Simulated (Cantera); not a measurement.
Adiabatic ignition

An adiabatic, constant-pressure homogeneous reactor starts with 8.46 % CH₃OH, 19.2 % O₂, 72.3 % N₂, at 1550 K and 83000 Pa.

Detailed kinetics in Cantera: GRI-Mech 3.0 (53 species, 325 reactions). GRI-Mech 3.0 was tuned for natural gas; its chemistry of methanol as a main component is partial and can be far from experiment.

```
t (s)     T (K)  x CH₃OH    x O₂      x H     x H₂O     x HCN
--------  -----  -------  ------  -------  --------  --------
1.00e-6    1550   0.0846   0.192  3.50e-7   5.54e-6    <1e-12
2.28e-6    1550   0.0846   0.192  3.69e-7   1.38e-5    <1e-12
5.18e-6    1550   0.0845   0.192  3.91e-7   3.29e-5    <1e-12
1.18e-5    1550   0.0844   0.192  4.65e-7   7.93e-5    <1e-12
2.68e-5    1550   0.0841   0.192  7.21e-7  0.000219    <1e-12
6.11e-5    1552   0.0827   0.191  1.79e-6  0.000968  1.13e-12
0.000139   1585   0.0679   0.182  1.35e-5    0.0118  1.29e-11
0.000316   2366   <1e-12  0.0689   0.0107     0.129  5.04e-12
0.000720   2583   <1e-12  0.0653  0.00363     0.141  1.77e-11
0.00164    2598   <1e-12  0.0643  0.00323     0.142  2.72e-11
0.00373    2595   <1e-12  0.0628  0.00317     0.143  4.09e-11
0.00848    2590   <1e-12  0.0608  0.00310     0.143  5.86e-11
0.0193     2586   <1e-12  0.0595  0.00305     0.143  6.94e-11
0.0439     2586   <1e-12  0.0593  0.00305     0.143  7.10e-11
0.100      2586   <1e-12  0.0593  0.00304     0.143  7.10e-11
```
x: mole fraction; the columns are a selection and need not sum to one.

| Quantity | Result |
|---|---|
| time of steepest temperature rise | 0.206 ms |
| temperature at 0.100 s | 2586 K |
| equilibrium temperature | 2586 K |
| x(CH₃OH) at 0.100 s | <1e-12 (gas-phase equilibrium <1e-12) |
| x(O₂) at 0.100 s | 0.0593 (gas-phase equilibrium 0.0593) |
| x(H) at 0.100 s | 0.00304 (gas-phase equilibrium 0.00304) |
